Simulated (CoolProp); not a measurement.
Saturation properties of methanol (Tc = 513.4 K, pc = 8.216 MPa, ω = 0.565).

The numbers come from the reference Helmholtz-energy equation of state, de Reuck 1993 in CoolProp.

```json
[
 {"T (K)": "380.5", "p (MPa)": "0.4436", "enthalpy of vaporisation (kJ/kg)": "1003", "liquid conductivity (mW/(m K))": "184"},
 {"T (K)": "389.6", "p (MPa)": "0.5795", "enthalpy of vaporisation (kJ/kg)": "976.8", "liquid conductivity (mW/(m K))": "183"},
 {"T (K)": "398.7", "p (MPa)": "0.7470", "enthalpy of vaporisation (kJ/kg)": "948.7", "liquid conductivity (mW/(m K))": "181"},
 {"T (K)": "407.8", "p (MPa)": "0.9510", "enthalpy of vaporisation (kJ/kg)": "918.2", "liquid conductivity (mW/(m K))": "179"},
 {"T (K)": "416.9", "p (MPa)": "1.197", "enthalpy of vaporisation (kJ/kg)": "884.8", "liquid conductivity (mW/(m K))": "177"},
 {"T (K)": "426", "p (MPa)": "1.491", "enthalpy of vaporisation (kJ/kg)": "848.4", "liquid conductivity (mW/(m K))": "176"},
 {"T (K)": "435.1", "p (MPa)": "1.839", "enthalpy of vaporisation (kJ/kg)": "809.0", "liquid conductivity (mW/(m K))": "174"},
 {"T (K)": "444.1", "p (MPa)": "2.243", "enthalpy of vaporisation (kJ/kg)": "767.5", "liquid conductivity (mW/(m K))": "172"},
 {"T (K)": "453.2", "p (MPa)": "2.719", "enthalpy of vaporisation (kJ/kg)": "723.6", "liquid conductivity (mW/(m K))": "171"}
]
```

It boils at 337.6 K under 1 atm.

Thermal conductivity comes from a separate model (Sykioti 2013).
